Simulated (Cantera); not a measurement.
Cantera with NASA thermochemical tables; ideal gases at 1 bar, condensed phases pure. Values are per mole of reaction as written; species without (g) are pure solids or liquids, kept so even where they would boil at 1 bar.

2 H(g) + Li₂O ⇌ 2 Li(g) + H₂O(g), with ΔH° = 239.4 kJ and ΔS° = 198.9 J/K at 300 K.

### Question
How far is the shortcut ΔG° ≈ ΔH°(300 K) − T·ΔS°(300 K) from the full temperature-dependent value at 1598, 1623, 1648, 1673, 1698, 1723, 1748, 1773 K?

### Answer
```csv
T (K),shortcut (kJ),full (kJ),difference (kJ),difference in log10 K
1598,-78.4,-30.5,-47.9,1.57
1623,-83.4,-33.9,-49.5,1.59
1648,-88.3,-37.2,-51.1,1.62
1673,-93.3,-40.5,-52.8,1.65
1698,-98.3,-43.8,-54.5,1.68
1723,-103.3,-47.1,-56.2,1.70
1748,-108.2,-50.3,-57.9,1.73
1773,-113.2,-53.6,-59.6,1.76
```
The shortcut ignores the heat-capacity change of the reaction.
